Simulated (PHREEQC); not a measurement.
3.1 g of hydrous ferric oxide (600 m²/g; 0.2 weak and 0.005 strong sites per Fe, Dzombak-Morel constants, diffuse double layer) in 1 kg of water with 0.1 mol/kgw of an inert sodium salt and 0.0063 mol NaH2PO4 and 0.0068 mol Na2SO4, at 25 °C; the pH is set by adding NaOH or the inert anion's acid. Oxygen is held at 0.21 atm. The system is closed to CO2. No solid was allowed to form.

The numbers come from PHREEQC with the ion-association model, wateq4f.dat.

Question: Predict P sorbed (%), surface charge σ (C/m²) at pH = 4, 6, 6.67, 8.67, 9.33.

Answer: 
```
pH    P sorbed (%)  surface charge σ (C/m²)
----  ------------  -----------------------
4             98.3                    0.029
6             91.7                   -0.023
6.67          85.1                   -0.045
8.67          48.1                   -0.097
9.33          31.0                   -0.117
```

Complexes and solids missing from the database can't appear. H3PO4, which wateq4f.dat lacks, is added to it with the constant of phreeqc.dat.
